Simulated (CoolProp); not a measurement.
Vapour-liquid equilibrium of CH2F2 (R32) (1) + propylene (2) at 315.8 K; x and y are mole fractions of (1).

Model: multi-fluid Helmholtz-energy mixture model, Tillner-Roth 1997 and Lemmon 2013; pair parameters Bell 2016, in CoolProp.

Give the bubble pressure and the first vapour's composition at x = 0.2, 0.35, 0.5. Is there an azeotrope?

x = 0.2: 2.402 MPa, y = 0.328; x = 0.35: 2.704 MPa, y = 0.462; x = 0.5: 2.890 MPa, y = 0.567. y crosses x between x = 0.65 and 0.8: the model has an azeotrope there.

Pair parameters are fitted to limited data, so mixtures are less certain than the pure fluids.
